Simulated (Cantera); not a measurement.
What does this Cantera script print?

```python
import numpy as np
import cantera as ct

gas = ct.Solution("gri30.yaml")
gas.TPX = 1175, 200000, {'N2O': 1}
reactor = ct.IdealGasConstPressureReactor(gas, energy="off", clone=False)
net = ct.ReactorNet([reactor])
net.rtol, net.atol = 1e-08, 1e-18
show = ['N2O', 'O', 'NO', 'N2', 'NO2']
times = np.geomspace(7e-05, 20, 14)

steps = ct.SolutionArray(gas, extra=["t"])
rows = []
print(f"{'t/s':>10s}{'T/K':>9s}{'P/Pa':>11s}" + "".join(f"{s:>11s}" for s in show))
for t in times:
    while net.time < t:
        t_next = net.step()
        steps.append(gas.state, t=t_next)
    rows.append([np.interp(t, steps.t, y) for y in (steps.T, steps.P, *steps(*show).X.T)])
    print(f"{t:10.3e}{rows[-1][0]:9.1f}{rows[-1][1]:11.4g}" + "".join(f"{x:11.3e}" for x in rows[-1][2:]))
rate = np.gradient(steps.T, steps.t)
print("integrator steps:", len(steps.t))
if steps.T.max() > steps.T[0] + 200:
    print(f"time of steepest temperature rise: {steps.t[rate.argmax()]:.4e} s")
gas.TPX = 1175, 200000, {'N2O': 1}
gas.equilibrate("TP")
print(f"equilibrium (TP): T = {gas.T:.1f} K  " + "  ".join(f"{s} {gas[s].X[0]:.3e}" for s in show))
```

It prints:

```
       t/s      T/K       P/Pa        N2O          O         NO         N2        NO2
 7.000e-05   1175.0      2e+05  9.999e-01  1.093e-06  4.286e-06  4.407e-05  3.257e-10
 1.840e-04   1175.0      2e+05  9.998e-01  1.093e-06  1.160e-05  1.174e-04  2.387e-09
 4.836e-04   1175.0      2e+05  9.995e-01  1.093e-06  3.081e-05  3.102e-04  1.665e-08
 1.271e-03   1175.0      2e+05  9.987e-01  1.093e-06  8.119e-05  8.163e-04  1.129e-07
 3.341e-03   1175.0      2e+05  9.966e-01  1.092e-06  2.129e-04  2.144e-03  7.294e-07
 8.781e-03   1175.0      2e+05  9.912e-01  1.088e-06  5.546e-04  5.612e-03  4.260e-06
 2.308e-02   1175.0      2e+05  9.771e-01  1.076e-06  1.428e-03  1.458e-02  2.015e-05
 6.066e-02   1175.0      2e+05  9.416e-01  1.044e-06  3.592e-03  3.714e-02  6.997e-05
 1.594e-01   1175.0      2e+05  8.581e-01  9.682e-07  8.539e-03  9.027e-02  1.874e-04
 4.191e-01   1175.0      2e+05  6.888e-01  8.133e-07  1.790e-02  1.985e-01  4.101e-04
 1.101e+00   1175.0      2e+05  4.284e-01  5.655e-07  3.001e-02  3.660e-01  7.006e-04
 2.895e+00   1175.0      2e+05  1.675e-01  2.740e-07  3.777e-02  5.360e-01  8.948e-04
 7.609e+00   1175.0      2e+05  2.614e-02  5.675e-08  3.846e-02  6.299e-01  9.581e-04
 2.000e+01   1175.0      2e+05  3.673e-04  6.506e-09  3.784e-02  6.473e-01  1.212e-03
integrator steps: 1022
equilibrium (TP): T = 1175.0 K  N2O 1.736e-08  O 5.999e-09  NO 1.875e-04  N2 6.666e-01  NO2 6.360e-06
```

Cantera simulation using GRI-Mech 3.0 (53 species, 325 reactions); the numbers are that mechanism's predictions, not measurements. GRI-Mech 3.0 was tuned for natural gas; its chemistry of N2O as a main component is partial and can be far from experiment. The mechanism lacks the step 2 NO + O2 → 2 NO2, which can matter for NO2 below about 1400 K. The temperature is held fixed by assumption; the heat of reaction is taken as removed at once.
